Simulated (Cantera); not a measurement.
A perfectly stirred reactor is fed with CH3OH : O2 : N2 = 1 : 1.92 : 18.1 (molar parts), equivalence ratio 0.78, at 10.0 bar; it is adiabatic with a 700 K inlet, and is followed from long to short residence time, starting on the burning branch (τ in s: 0.046, 0.021, 0.0096, 0.0044, 0.002, 0.00092, 0.00042, 0.00019, 8.8e-05, 4e-05).

Cantera simulation using GRI-Mech 3.0 (53 species, 325 reactions); the numbers are that mechanism's predictions, not measurements. GRI-Mech 3.0 was tuned for natural gas; its chemistry of methanol as a main component is partial and can be far from experiment.

Question: What does this change do: CH3OH 1 to 1.3 parts?

Answer: 
```tsv
quantity	before	after
blow-out, bracketed by the residence times tried	burning at 2.00 ms, out at 0.920 ms	burning at 0.190 ms, out at 88.0 µs
x(CH3OH) at τ = 46.0 ms	5.56e-6	2.47e-6
x(O2) at τ = 46.0 ms	0.0196	0.000672
x(OH) at τ = 46.0 ms	0.000154	0.000289
x(HCO) at τ = 46.0 ms	1.16e-8	1.28e-8
x(CH2) at τ = 46.0 ms	1.64e-10	2.89e-9
x(CH3OH) at τ = 0.920 ms	0.0476	3.09e-5
x(O2) at τ = 0.920 ms	0.0913	0.00378
x(OH) at τ = 0.920 ms	<1e-12	0.000820
x(HCO) at τ = 0.920 ms	<1e-12	6.21e-7
x(CH2) at τ = 0.920 ms	<1e-12	8.83e-8
```

Question: What does this change do: CH3OH 1 to 1.6 parts?

Answer: 
```tsv
quantity	before	after
blow-out, bracketed by the residence times tried	burning at 2.00 ms, out at 0.920 ms	burning at 0.190 ms, out at 88.0 µs
x(CH3OH) at τ = 46.0 ms	5.56e-6	2.96e-6
x(O2) at τ = 46.0 ms	0.0196	8.75e-5
x(OH) at τ = 46.0 ms	0.000154	7.06e-5
x(HCO) at τ = 46.0 ms	1.16e-8	5.35e-8
x(CH2) at τ = 46.0 ms	1.64e-10	4.85e-9
x(CH3OH) at τ = 0.920 ms	0.0476	3.50e-5
x(O2) at τ = 0.920 ms	0.0913	0.00104
x(OH) at τ = 0.920 ms	<1e-12	0.000309
x(HCO) at τ = 0.920 ms	<1e-12	9.19e-7
x(CH2) at τ = 0.920 ms	<1e-12	2.99e-7
```
